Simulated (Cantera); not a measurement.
An isothermal, constant-pressure homogeneous reactor starts with NO : N2 = 1 : 0.11 (molar parts), at 2000 K and 0.0267 bar.

Model: GRI-Mech 3.0 (53 species, 325 reactions), integrated in Cantera. Radical loss at walls, strong at low pressure, is not modelled.

### Question
Predict: x(NO) at 50.0 s; x(O2) at 50.0 s; x(N2) at 50.0 s; x(N2O) at 50.0 s; x(NO2) at 50.0 s; x(O) at 50.0 s.

### Answer
x(NO) at 50.0 s: 0.0126 (gas-phase equilibrium 0.00929)
x(O2) at 50.0 s: 0.442 (gas-phase equilibrium 0.444)
x(N2) at 50.0 s: 0.543 (gas-phase equilibrium 0.544)
x(N2O) at 50.0 s: 8.61e-8 (gas-phase equilibrium 7.09e-8)
x(NO2) at 50.0 s: 5.13e-6 (gas-phase equilibrium 3.80e-6)
x(O) at 50.0 s: 0.00274 (gas-phase equilibrium 0.00275)
